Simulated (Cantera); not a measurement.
What does this Cantera script print?

```python
import numpy as np
import cantera as ct

gas = ct.Solution("gri30.yaml")
gas.TPX = 1925, 1200, {'C2H6': 1, 'H2': 5.1}
inlet = ct.Reservoir(gas, clone=True)

reactor = ct.IdealGasConstPressureReactor(gas, energy="off", clone=False)
exhaust = ct.Reservoir(gas, clone=True)
tau = [1.4, 0.52, 0.19, 0.069, 0.025, 0.0091, 0.0033, 0.0012, 0.00044][0]
for a, b in ((inlet, reactor), (reactor, exhaust)):
    ct.MassFlowController(a, b, mdot=lambda t: reactor.mass / tau)
net = ct.ReactorNet([reactor])
show = ['C2H6', 'H2', 'H', 'C2H4', 'CH3', 'CH2', 'C2H2']

rows = []
print(f"{'tau/s':>10s}{'T/K':>9s}" + "".join(f"{s:>11s}" for s in show))
for tau in [1.4, 0.52, 0.19, 0.069, 0.025, 0.0091, 0.0033, 0.0012, 0.00044]:
    net.initial_time = 0.0
    net.advance(30 * tau)
    before = gas.X
    net.advance(40 * tau)
    drift = np.max(np.abs(gas.X - before) / (gas.X + 1e-9))
    rows.append([gas.T, *gas[show].X, drift])
    print(f"{tau:10.3e}{gas.T:9.1f}" + "".join(f"{x:11.3e}" for x in gas[show].X))
```

It prints:

```
     tau/s      T/K       C2H6         H2          H       C2H4        CH3        CH2       C2H2
 1.400e+00   1925.0  4.770e-06  8.653e-01  6.382e-03  4.709e-05  1.083e-03  8.039e-06  1.197e-01
 5.200e-01   1925.0  1.338e-05  8.618e-01  6.073e-03  1.053e-04  1.811e-03  1.151e-05  1.173e-01
 1.900e-01   1925.0  3.724e-05  8.556e-01  5.995e-03  2.572e-04  3.031e-03  1.643e-05  1.133e-01
 6.900e-02   1925.0  1.017e-04  8.462e-01  6.157e-03  6.263e-04  5.036e-03  2.328e-05  1.071e-01
 2.500e-02   1925.0  2.722e-04  8.329e-01  6.542e-03  1.457e-03  8.239e-03  3.259e-05  9.818e-02
 9.100e-03   1925.0  7.112e-04  8.159e-01  7.115e-03  3.159e-03  1.311e-02  4.491e-05  8.593e-02
 3.300e-03   1925.0  1.838e-03  7.959e-01  7.825e-03  6.329e-03  2.015e-02  6.086e-05  7.007e-02
 1.200e-03   1925.0  4.694e-03  7.762e-01  8.538e-03  1.145e-02  2.946e-02  8.029e-05  5.125e-02
 4.400e-04   1925.0  1.186e-02  7.623e-01  8.925e-03  1.807e-02  4.036e-02  1.010e-04  3.136e-02
```

Model: GRI-Mech 3.0 (53 species, 325 reactions), integrated in Cantera. GRI-Mech 3.0 stops at C3 and has no aromatics, soot or wall deposition, so with more carbon than oxygen in the feed, carbon stays in small species such as C2H2 where larger ones or solid carbon would form. Radical loss at walls, strong at low pressure, is not modelled.
